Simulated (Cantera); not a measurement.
**Reactions in the system C-H-O-Ta**

Cantera with NASA thermochemical tables; ideal gases at 1 bar, condensed phases pure. Values are per mole of reaction as written; species without (g) are pure solids or liquids, kept so even where they would boil at 1 bar.

5 CH3OH(g) + Ta2O5 ⇌ 5 C + 2 Ta + 10 H2O(g)

```
T (K)  ΔH° (kJ)  ΔS° (J/K)  ΔG° (kJ)  log10 K              condensed phases
-----  --------  ---------  --------  -------  ----------------------------
600       643.5      686.4     231.7   -20.17  Ta2O5(s), C(graphite), Ta(s)
800       639.9      681.3      94.8    -6.19  Ta2O5(s), C(graphite), Ta(s)
1000      631.2      671.8     -40.6     2.12  Ta2O5(s), C(graphite), Ta(s)
1200      619.7      661.3    -173.9     7.57  Ta2O5(s), C(graphite), Ta(s)
1400      607.1      651.6    -305.2    11.39  Ta2O5(s), C(graphite), Ta(s)
1600      593.9      642.8    -434.6    14.19  Ta2O5(s), C(graphite), Ta(s)
1800      580.6      635.0    -562.3    16.32  Ta2O5(s), C(graphite), Ta(s)
2000      567.6      628.1    -688.6    17.98  Ta2O5(s), C(graphite), Ta(s)
2200      428.9      561.0    -805.2    19.12  Ta2O5(l), C(graphite), Ta(s)
2400      408.9      552.3    -916.5    19.95  Ta2O5(l), C(graphite), Ta(s)
2600      390.4      544.8   -1026.1    20.61  Ta2O5(l), C(graphite), Ta(s)
```
